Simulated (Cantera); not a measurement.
Reactions in the system C-H-Ni-S

Standard-state values (1 bar) from the NASA 1993 polynomials, evaluated with Cantera. Values are per mole of reaction as written; species without (g) are pure solids or liquids, kept so even where they would boil at 1 bar.

2 C2H2(g) + 6 NiS2 ⇌ C2H4(g) + 2 Ni3S4 + 2 CS2(g)

```tsv
T (K)	ΔH° (kJ)	ΔS° (J/K)	ΔG° (kJ)	log10 K
300	15.9	234.3	-54.4	9.46
375	13.0	225.4	-71.6	9.97
400	12.2	223.5	-77.2	10.08
425	11.7	222.1	-82.7	10.17
450	11.2	221.1	-88.3	10.25
475	10.9	220.5	-93.8	10.32
```
